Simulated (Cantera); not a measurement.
A closed system holds: 1 mol Si₃N₄, 0.0066 mol Si, 3 mol N₂, at 1625 °C.

Equilibrium computed with Cantera from the NASA thermochemical tables; the gas is ideal and each condensed phase is pure. Candidate condensed phases: Si, Si₃N₄; 7 gas species. The tables' values for SiN are old estimates; treat these amounts as uncertain. The numbers say what is thermodynamically allowed, not how fast it happens.

x: gas mole fraction; n: condensed amount in mol.

```json
[
 {"P (Pa)": "1", "x N₂": "0.625", "x Si": "0.373", "x Si₂": "0.000906", "x Si₂N": "0.000138", "x SiN": "0.000314", "x Si₃": "?", "n Si(l)": "0", "n Si₃N₄(s)": "0"},
 {"P (Pa)": "10", "x N₂": "0.875", "x Si": "0.123", "x Si₂": "0.000984", "x Si₂N": "0.000561", "x SiN": "0.000387", "x Si₃": "?", "n Si(l)": "2.28", "n Si₃N₄(s)": "0"},
 {"P (Pa)": "100", "x N₂": "0.987", "x Si": "0.0123", "x Si₂": "9.84e-5", "x Si₂N": "0.000189", "x SiN": "0.000130", "x Si₃": "?", "n Si(l)": "2.94", "n Si₃N₄(s)": "0"},
 {"P (Pa)": "1000", "x N₂": "0.999", "x Si": "0.00123", "x Si₂": "9.84e-6", "x Si₂N": "6.00e-5", "x SiN": "4.14e-5", "x Si₃": "?", "n Si(l)": "3.00", "n Si₃N₄(s)": "0"},
 {"P (Pa)": "10000", "x N₂": "1.000", "x Si": "6.69e-5", "x Si₂": "2.91e-7", "x Si₂N": "5.61e-6", "x SiN": "7.12e-6", "x Si₃": "?", "n Si(l)": "0", "n Si₃N₄(s)": "1.00"},
 {"P (Pa)": "100000", "x N₂": "1.000", "x Si": "1.44e-6", "x Si₂": "1.35e-9", "x Si₂N": "8.24e-8", "x SiN": "4.85e-7", "x Si₃": "?", "n Si(l)": "0", "n Si₃N₄(s)": "1.00"},
 {"P (Pa)": "1000000", "x N₂": "1.00", "x Si": "3.11e-8", "x Si₂": "6.27e-12", "x Si₂N": "1.21e-9", "x SiN": "3.31e-8", "x Si₃": "<1e-12", "n Si(l)": "0", "n Si₃N₄(s)": "1.00"}
]
```

Task: Some entries are withheld; supply them.

Result: 
- 1, x Si₃: 6.21e-5
- 10, x Si₃: 0.000222
- 100, x Si₃: 2.22e-5
- 1000, x Si₃: 2.22e-6
- 10000, x Si₃: 3.57e-8
- 100000, x Si₃: 3.57e-11
